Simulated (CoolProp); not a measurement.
The fluid at 293.15 K and 6.17 MPa is throttled through a valve to 3.37 MPa with no heat exchange. The same conditions are run with several fluids, on thermodynamics alone (safety and materials aside).

Computed with CoolProp (reference Helmholtz-energy equation of state of each fluid (carbonyl sulfide: Lemmon 2006; hexamethyldisiloxane (MM): Thol 2016; cis-2-butene: Lemmon 2005; chlorine: Thol 2021; R407C: Lemmon 2003)). Blends and air are pseudo-pure fits.

Q: Rank carbonyl sulfide, hexamethyldisiloxane (MM), cis-2-butene, chlorine, R407C by temperature change (K), highest first.

A: hexamethyldisiloxane (MM) (+1.2), cis-2-butene (+1.0), chlorine (+0.8), carbonyl sulfide (+0.5), R407C (+0.1)

```csv
fluid,final density (kg/m³)
carbonyl sulfide,1010
hexamethyldisiloxane (MM),769
cis-2-butene,625
chlorine,1410
R407C,1170
```
